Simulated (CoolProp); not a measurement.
Methanol at 293.15 K and 0.00879 MPa is throttled through a valve to 0.0046 MPa with no heat exchange. Each further row changes one setting.

The numbers come from the reference Helmholtz-energy equation of state, de Reuck 1993 in CoolProp.

| case | temperature change (K) | final density (kg/m³) |
|---|---|---|
| as stated | -3.3 | 0.0614 |
| outlet pressure 0.00138 MPa | -5.0 | 0.0185 |
| outlet pressure 0.00598 MPa | -2.3 | 0.0797 |
